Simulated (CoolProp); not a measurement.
Model: reference Helmholtz-energy equation of state, Schmidt 1985, in CoolProp. Above 300 K oxygen's equation is extrapolated.

For oxygen, give the phase and the speed of sound (m/s), Joule-Thomson coefficient (K/MPa) at 751.8 K and 42.4 kPa; 924.2 K and 250 kPa; 532 K and 297 kPa.


- 751.8 K and 42.4 kPa: gas; speed of sound 510, Joule-Thomson coefficient 0.00917
- 924.2 K and 250 kPa: gas; speed of sound 563, Joule-Thomson coefficient -0.212
- 532 K and 297 kPa: gas; speed of sound 434, Joule-Thomson coefficient 0.603
